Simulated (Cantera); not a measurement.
Feed: 1 mol V₂O₃, 380 mol H₂, 0.078 mol H₂O, at 1375 K and 1 atm.

Method: chemical equilibrium by Gibbs-energy minimisation in Cantera with the NASA 1993 tables (ideal gas, pure condensed phases). Candidate condensed phases: H₂O, V, VO, V₂O₃, V₂O₄, V₂O₅; 12 gas species. Mutual solubility and eutectic melting of coexisting phases are not modelled. VO: taken at fixed stoichiometry. Condensed phases not in the tables: the oxides between V₂O₃ and V₂O₅ other than VO₂. Kinetics and transport are ignored.

Base state: H₂ 0.998, H₂O 0.00171 (mole fractions); condensed: VO(s) + V₂O₃(s).

Task: What changes in the equilibrium state with this change: temperature from 1375 K to 2048 K?

Result: 
| species | before | after |
|---|---|---|
| H₂ | 0.998 | 0.995 |
| H₂O | 0.00171 | 0.00283 |
| H | 3.40e-6 | 0.00222 |
| VO(s), mol | 1.14 | 2.00 |
| V₂O₃(s), mol | 0.430 | 0 |
